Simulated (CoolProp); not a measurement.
Vapour-liquid equilibrium of propylene (1) + isobutane (2) at 3.85 °C; x and y are mole fractions of (1).

Model: multi-fluid Helmholtz-energy mixture model, Lemmon 2013 and Bücker 2006; pair parameters Bell 2016, in CoolProp.

```
x     bubble pressure (bar)  y at the bubble point  dew pressure at overall composition x (bar)  liquid density (mol/L)
----  ---------------------  ---------------------  -------------------------------------------  ----------------------
0.05                  2.093                  0.174                                        1.873                   10.02
0.15                  2.533                  0.368                                        2.047                   10.26
0.25                  2.878                  0.490                                        2.250                   10.53
0.35                  3.199                  0.588                                        2.486                   10.81
0.45                  3.540                  0.678                                        2.758                   11.11
0.55                  3.930                  0.762                                        3.068                   11.42
0.65                  4.392                  0.838                                        3.428                   11.74
0.75                  4.939                  0.904                                        3.870                   12.07
0.85                  5.562                  0.954                                        4.476                   12.39
0.95                  6.222                  0.988                                        5.502                   12.70
```

No azeotrope shows between x = 0.05 and 0.95.

Pair parameters are fitted to limited data, so mixtures are less certain than the pure fluids. The gap from Raoult's law changes sign with composition, which may be real or a fault of the pair parameters; it wasn't checked against measurements.
